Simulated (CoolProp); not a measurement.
Computed with CoolProp (reference Helmholtz-energy equation of state, Thol 2016).

### Question
For hexamethyldisiloxane (MM), give the phase and the Z, cp (kJ/(kg K)), cv (kJ/(kg K)), isothermal compressibility (1/MPa) at 346.85 °C and 2.69 MPa.

### Answer
- 346.85 °C and 2.69 MPa: supercritical; Z 0.743, cp 2.49, cv 2.26, isothermal compressibility 0.487
